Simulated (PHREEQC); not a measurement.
Synthetic water in mg/L, 76 °C, pH 1.99, pe 12.8: Na 75.1; K 48.9; Ca 56.7; Mg 38.4; Cl 130; S(6) as SO4 1310; P as PO4 5.01.

Valence states are taken as typed.

All values are PHREEQC results (ion-association model, phreeqc.dat), not measurements.

- ionic strength: 0.0261 mol/kgw
- specific conductance: 12400 µS/cm
- total alkalinity: -20.5 meq/kg
- charge-balance error: 0.1 %

```json
[
 {"species": "H+", "molality": "0.0118", "activity": "0.0102", "log γ": "-0.061"},
 {"species": "HSO4-", "molality": "0.00866", "activity": "0.00730", "log γ": "-0.074"},
 {"species": "SO4-2", "molality": "0.00390", "activity": "0.00201", "log γ": "-0.288"},
 {"species": "Cl-", "molality": "0.00367", "activity": "0.00308", "log γ": "-0.076"},
 {"species": "Na+", "molality": "0.00323", "activity": "0.00273", "log γ": "-0.073"},
 {"species": "K+", "molality": "0.00122", "activity": "0.00102", "log γ": "-0.076"},
 {"species": "Ca+2", "molality": "0.00108", "activity": "0.000563", "log γ": "-0.283"},
 {"species": "Mg+2", "molality": "0.000899", "activity": "0.000476", "log γ": "-0.276"},
 {"species": "MgSO4", "molality": "0.000683", "activity": "0.000687", "log γ": "0.003"},
 {"species": "CaSO4", "molality": "0.000277", "activity": "0.000279", "log γ": "0.003"},
 {"species": "CaHSO4+", "molality": "5.87e-5", "activity": "4.94e-5", "log γ": "-0.074"},
 {"species": "NaSO4-", "molality": "4.26e-5", "activity": "3.62e-5", "log γ": "-0.071"},
 {"species": "KSO4-", "molality": "3.62e-5", "activity": "3.08e-5", "log γ": "-0.071"},
 {"species": "H3PO4", "molality": "3.52e-5", "activity": "3.54e-5", "log γ": "0.003"},
 {"species": "H2PO4-", "molality": "1.65e-5", "activity": "1.40e-5", "log γ": "-0.071"},
 {"species": "MgH2PO4+", "molality": "5.90e-7", "activity": "5.02e-7", "log γ": "-0.071"}
]
```

No solid was allowed to form. Constants without temperature data keep their 25 °C values here.
